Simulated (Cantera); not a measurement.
Charge: 1 mol MgO, 4.3 mol C, 0.13 mol H2, 0.53 mol CH4, held at 1625 °C and 7.50 Torr.

Cantera equilibrium calculation (NASA polynomials, part measured and part estimated; ideal gas, pure solids and liquids). Candidate condensed phases: C, C6H6, C7H8, C8H18, H2O, Mg, MgCO3, MgO, Mg(OH)2; 116 gas species. The tables' values for MgH are old estimates; treat these amounts as uncertain. The numbers say what is thermodynamically allowed, not how fast it happens.

Base state: H2 0.370, CO 0.313, Mg 0.313, H 0.00475, MgH 0.000276, C2H2 (acetylene) 0.000139 (mole fractions); condensed: C(graphite).

**Question.** What changes in the equilibrium state with this change: pressure from 7.50 Torr to 12.0 Torr?

**Answer.** 
```json
[
 {"species": "H2", "before": "0.370", "after": "0.370"},
 {"species": "CO", "before": "0.313", "after": "0.313"},
 {"species": "Mg", "before": "0.313", "after": "0.313"},
 {"species": "H", "before": "0.00475", "after": "0.00376"},
 {"species": "MgH", "before": "0.000276", "after": "0.000350"},
 {"species": "C2H2 (acetylene)", "before": "0.000139", "after": "0.000139"},
 {"species": "C(graphite), mol", "before": "3.83", "after": "3.83"}
]
```
